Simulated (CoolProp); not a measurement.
Saturation properties of vinyl chloride.

Values from CoolProp's reference Helmholtz-energy equation of state, Thol 2022.

```tsv
T (°C)	p (MPa)	liquid density (kg/m³)	vapour density (kg/m³)	enthalpy of vaporisation (kJ/kg)	liquid cp (kJ/(kg K))
5.45	0.2104	935.5	5.970	339.4	1.500
11.45	0.2580	924.5	7.221	334.2	1.509
17.55	0.3142	913.2	8.689	328.9	1.518
23.65	0.3793	901.8	10.37	323.5	1.529
29.75	0.4541	890.2	12.30	317.9	1.542
35.85	0.5393	878.4	14.49	312.1	1.556
41.85	0.6342	866.6	16.93	306.3	1.572
47.95	0.7429	854.3	19.72	300.1	1.590
54.05	0.8648	841.7	22.88	293.7	1.610
60.15	1.001	828.8	26.42	287.1	1.633
66.25	1.152	815.6	30.41	280.1	1.659
72.25	1.316	802.1	34.81	272.9	1.689
```

It boils at -13.9 °C under 1 atm.
